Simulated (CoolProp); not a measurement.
Vapour-liquid equilibrium of ethane (1) + propylene (2) at 240.7 K; x and y are mole fractions of (1).

Model: multi-fluid Helmholtz-energy mixture model, Bücker 2006 and Lemmon 2013; pair parameters Bell 2016, in CoolProp.

### Question
Give the bubble pressure and the first vapour's composition at x = 0.35, 0.5, 0.95. Is there an azeotrope?

### Answer
x = 0.35: 4.663 bar, y = 0.704; x = 0.5: 5.810 bar, y = 0.808; x = 0.95: 9.440 bar, y = 0.986. No azeotrope shows between x = 0.05 and 0.95.

Pair parameters are fitted to limited data, so mixtures are less certain than the pure fluids.
